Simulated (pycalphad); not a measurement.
All values are pycalphad results on the COST 507 light-alloy database (1999) (1 atm), not direct measurements. The data set is of 1999 and partly superseded. Amounts are mole fractions of atoms.

Give the equilibrium state of Al-1.48Si-18.42Mn (wt.%) at 527 °C.


```
T = 800.00 K, P = 101325 Pa, N = 1 mol of atoms
G = -39043 J/mol, H = 973 J/mol, S = 50.02 J/(mol K)  (SER reference)
chemical potentials (J/mol): Al -30185, Si -50036, Mn -115730
phase             fraction      x(Al)      x(Si)      x(Mn)
AL12MN              0.7237     0.9231       none     0.0769
ALMNSI_ALPHA        0.2541     0.7643     0.0618     0.1739
FCC_A1              0.0222     0.9982   0.000137     0.0017
```

Give the equilibrium state of Al-1.48Si-18.42Mn (wt.%) at 877 °C.

liquid, fraction 0.936, with 1.3 Si, 16.9 Mn wt.%; ALMNSI_BETA, fraction 0.064, with 4.4 Si, 37.9 Mn wt.%.

Database names, with the compositions (at.%) that they take in these runs: ALMNSI_BETA: Al 72 Mn 23 Si 4; ALMNSI_ALPHA: Al 75-78 Mn 17 Si 4-7; AL12MN: Al 92 Mn 8. FCC_A1 is fcc. An entry "none" or "no" means that the model of the phase leaves that element out.
